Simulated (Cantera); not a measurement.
Input: 1 mol CaO, 0.73 mol F2, 15 mol O2, held at 1425 K and 1000 Pa.

Equilibrium computed with Cantera from the NASA thermochemical tables; the gas is ideal and each condensed phase is pure. Candidate condensed phases: Ca, CaF2, CaO; 13 gas species. Mutual solubility and eutectic melting of coexisting phases are not modelled. The numbers say what is thermodynamically allowed, not how fast it happens.

Base state: O2 1.000, CaF2 4.03e-5, O 1.39e-5 (mole fractions); condensed: CaF2(s) + CaO(s).

**Question.** What changes in the equilibrium state with this change: F2 from 0.73 to 8.6 mol?

**Answer.** 
```
species        before     after
------------  -------  --------
O2              1.000     0.505
F             3.64e-8     0.494
F2              <1e-9  0.000664
CaF2          4.03e-5   4.03e-5
O             1.39e-5   9.86e-6
CaF2(s), mol    0.729     0.999
CaO(s), mol     0.270         0
```
